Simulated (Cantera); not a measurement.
Feed: 1 mol SiCl₄, 2.7 mol NH₃, 47 mol N₂, at 1475 K and 0.133 bar.

Method: chemical equilibrium by Gibbs-energy minimisation in Cantera with the NASA 1993 tables (ideal gas, pure condensed phases). Candidate condensed phases: NH₄Cl, Si, Si₃N₄; 28 gas species. The tables' values for SiCl₃ are old estimates; treat these amounts as uncertain. Kinetics and transport are ignored.

Base state: N₂ 0.888, HCl 0.0678, H₂ 0.0414, SiCl₂ 0.00136, SiCl₄ 0.000587, SiCl₃ 0.000484, SiHCl₃ 3.40e-5 (mole fractions); condensed: Si₃N₄(s).

Task: What changes in the equilibrium state with this change: N₂ from 47 to 1 mol?

Result: 
| species | before | after |
|---|---|---|
| HCl | 0.0678 | 0.378 |
| H₂ | 0.0414 | 0.333 |
| N₂ | 0.888 | 0.246 |
| SiCl₄ | 0.000587 | 0.0206 |
| SiCl₂ | 0.00136 | 0.0123 |
| SiH₂Cl₂ | 3.09e-7 | 2.26e-5 |
| SiHCl₃ | 3.40e-5 | 0.00172 |
| Si₃N₄(s), mol | 0.289 | 0.221 |

Task: What changes in the equilibrium state with this change: temperature from 1475 K to 2050 K?

Result: 
```
species         before     after
-------------  -------  --------
N₂               0.888     0.888
H₂              0.0414    0.0554
HCl             0.0678    0.0365
SiCl₂          0.00136    0.0177
Si               <1e-9  0.000188
SiN              <1e-9   1.50e-5
Si₃N₄(s), mol    0.289         0
```
The tables' values for SiCl, SiCl₃, SiN are old estimates; treat these amounts as uncertain.

Task: What changes in the equilibrium state with this change: temperature from 1475 K to 823 K?

Result: 
| species | before | after |
|---|---|---|
| N₂ | 0.888 | 0.890 |
| HCl | 0.0678 | 0.0622 |
| H₂ | 0.0414 | 0.0443 |
| SiCl₄ | 0.000587 | 0.00307 |
| SiCl₂ | 0.00136 | <1e-9 |
| SiCl₃ | 0.000484 | 3.74e-8 |
| Si₃N₄(s), mol | 0.289 | 0.278 |
